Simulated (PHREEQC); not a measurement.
Solution (20 °C): 0.038 mol/kgw CuSO4, 0.003 mol/kgw HBF4 and 0.016 mol/kgw KCl. Closed to the air; pH follows from the charge balance.

Computed with PHREEQC (ion-association model, phreeqc.dat).

This is a speciation only: nothing precipitates in the calculation.

Estimate the pH, density, ionic strength.

pH 2.75; density 1.005 g/cm³; ionic strength 0.110 mol/kgw.

In which forms is F present?

BF4- 58 %, HF 21 %, F- 12 %, BF3OH- 5.6 %, CuF+ 1.8 %, BF2(OH)2- 1.7 % of the F.

Real BF4- forms and hydrolyses slowly; the run takes it at equilibrium.
